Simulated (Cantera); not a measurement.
**Equilibrium for silicon epitaxy and polysilicon growth: SiH2Cl2 + Cl2 + H2**

Charge: 1 mol SiH2Cl2, 0.025 mol Cl2, 9.4 mol H2, equilibrated at 13300 Pa.

These are equilibrium values from Cantera (NASA tables, ideal gas, pure condensed phases), not measurements of a reactor. Candidate condensed phases: Si; 19 gas species. The tables' values for SiCl3, SiCl are old estimates; treat these amounts as uncertain. Rates play no part.

From 1123 K to 1673 K the condensed part is Si(s). The main Si-bearing gas is SiCl4 at 1123 K and SiCl2 at 1673 K. The share of Si in condensed phases is highest at 1323 K (57.0 %) and lowest at 1123 K (52.5 %).

| T (K) | log p H2 | log p HCl | log p SiCl2 | log p SiCl4 | log p SiHCl3 | log p SiCl3 | n Si(s) |
|---|---|---|---|---|---|---|---|
| 1123 | -0.91 | -2.34 | -3.44 | -2.47 | -2.80 | -3.50 | 0.525 |
| 1173 | -0.91 | -2.22 | -3.16 | -2.53 | -2.86 | -3.35 | 0.544 |
| 1223 | -0.92 | -2.12 | -2.93 | -2.63 | -2.95 | -3.23 | 0.559 |
| 1273 | -0.92 | -2.04 | -2.74 | -2.77 | -3.06 | -3.16 | 0.568 |
| 1323 | -0.93 | -1.98 | -2.59 | -2.95 | -3.20 | -3.14 | 0.570 |
| 1373 | -0.93 | -1.94 | -2.48 | -3.18 | -3.38 | -3.17 | 0.568 |
| 1423 | -0.94 | -1.91 | -2.41 | -3.45 | -3.59 | -3.23 | 0.563 |
| 1473 | -0.94 | -1.90 | -2.36 | -3.74 | -3.81 | -3.32 | 0.557 |
| 1523 | -0.94 | -1.89 | -2.33 | -4.03 | -4.03 | -3.42 | 0.551 |
| 1573 | -0.94 | -1.89 | -2.31 | -4.33 | -4.25 | -3.53 | 0.546 |
| 1623 | -0.94 | -1.89 | -2.30 | -4.61 | -4.47 | -3.64 | 0.541 |
| 1673 | -0.94 | -1.89 | -2.28 | -4.88 | -4.67 | -3.74 | 0.536 |
log p: log10 of the partial pressure in bar; n: condensed amount in mol.
